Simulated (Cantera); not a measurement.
Input: 1 mol SiC, 0.068 mol C, 0.13 mol H₂, at 0.200 bar.

Cantera equilibrium calculation (NASA polynomials, part measured and part estimated; ideal gas, pure solids and liquids). Candidate condensed phases: C, C₆H₆, C₇H₈, C₈H₁₈, Si, SiC; 87 gas species. Gases not in the tables: Si₂H₆ and higher silanes. Kinetics and transport are ignored.

**Question.** At 2375 K, list the 7 most abundant gas species with their mole fractions, and the condensed phases.

**Answer.** H₂ 0.961, H 0.0309, C₂H₂ (acetylene) 0.00597, Si 0.00156, SiC₂ 0.000276, SiH 0.000220, Si₂C 0.000159. Condensed: C(graphite) + SiC(s).
